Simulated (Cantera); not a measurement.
Cantera run:

```python
import numpy as np
import cantera as ct

gas_names = """
    B BH BH2 BH3 BN BO BO2 B2 B2O B2O2 B2O3 B3O3H3 H HBO HBO2 HNO HNO2 HNO3 HO2 H2 H2O H2O2 H3B3O6 N NH
    NH2 NH3 NH2OH NO NO2 NO3 N2 N2H2 N2H4 N2O O OH O2 O3
""".split()
cond_names = """
    B(b) B(L) BN(s) B2O3(L) B3O3H3(cr) H2O(s) H2O(L)
""".split()


# ... load() reads the species with a 1 bar reference pressure and builds the phases ...
atoms = {
    'B': {'B': 1},
    'H2O': {'H': 2, 'O': 1},
    'N2': {'N': 2},
}
top_T = {'BN(s)': 3200}  # K; cautious upper limits of use, not melting points


# ... equilibrate(T, P, feed) seeds the gas with the atoms and calls Mixture.equilibrate('TP', solver="vcs", rtol=1e-11, max_steps=5000) ...
results = []
feed = {'B': 1, 'H2O': 0.89, 'N2': 2.9}  # mol
P = 5000  # Pa
for T in [773, 923, 1073, 1223, 1373, 1523, 1673, 1823, 1973, 2123, 2273, 2423]:
    mix = equilibrate(T, P, feed)
    results.append((T, P, feed, dict(zip(mix.species_names, mix.species_moles))))

top = {s: max(r[3][s] / sum(r[3][g] for g in gas_names) for r in results) for s in gas_names}
cols = sorted((s for s in top if top[s] > 0.001), key=lambda s: -top[s])[:7]
seen = [c for c in cond_names if any(r[3].get(c, 0) > 1e-12 for r in results)]
print("log10 of partial pressures in bar; condensed amounts in mol")
print(f"{'T/K':>10s}" + "".join(f"{s[:9]:>10s}" for s in cols + seen))
for T, P, feed, n in results:
    ng = sum(n[g] for g in gas_names)
    print(f"{T:10.4g}" + "".join(f"{np.log10(max(n[s] / ng * P / 1e5, 1e-99)):10.3f}" for s in cols)
          + "".join(f"{n.get(c, 0):10.4g}" for c in seen))
```

Output:

```
log10 of partial pressures in bar; condensed amounts in mol
       T/K        N2        H2        BO       HBO      B2O3      B2O2         H     BN(s)   B2O3(L)
       773    -1.425    -1.908   -23.021   -14.117   -17.648   -23.743   -12.996    0.4087    0.2957
       923    -1.425    -1.908   -17.580   -10.868   -13.215   -17.831   -10.565    0.4086    0.2957
      1073    -1.425    -1.908   -13.683    -8.548   -10.064   -13.604    -8.807    0.4086    0.2957
      1223    -1.425    -1.908   -10.758    -6.811    -7.716   -10.439    -7.476    0.4086    0.2955
      1373    -1.425    -1.908    -8.485    -5.464    -5.902    -7.984    -6.432    0.4092    0.2937
      1523    -1.426    -1.912    -6.670    -4.392    -4.463    -6.026    -5.592    0.4111    0.2844
      1673    -1.433    -1.930    -5.188    -3.525    -3.294    -4.429    -4.909    0.4111     0.225
      1823    -1.461    -1.987    -4.045    -2.916    -2.607    -3.282    -4.357    0.3663         0
      1973    -1.466    -2.016    -3.342    -2.653    -2.804    -2.838    -3.878    0.2658         0
      2123    -1.474    -2.050    -2.841    -2.534    -3.273    -2.657    -3.470    0.1637         0
      2273    -1.485    -2.076    -2.513    -2.534    -3.998    -2.712    -3.114    0.1176         0
      2423    -1.498    -2.103    -2.308    -2.618    -4.877    -2.923    -2.803   0.09327         0
```

Equilibrium computed with Cantera from the NASA thermochemical tables; the gas is ideal and each condensed phase is pure. N2 is the only nitrogen source here; it is nearly inert below about 1500 K, so the nitride shown seldom forms there in practice. Mutual solubility and eutectic melting of coexisting phases are not modelled. The tables' values for BH2 are old estimates; treat these amounts as uncertain.
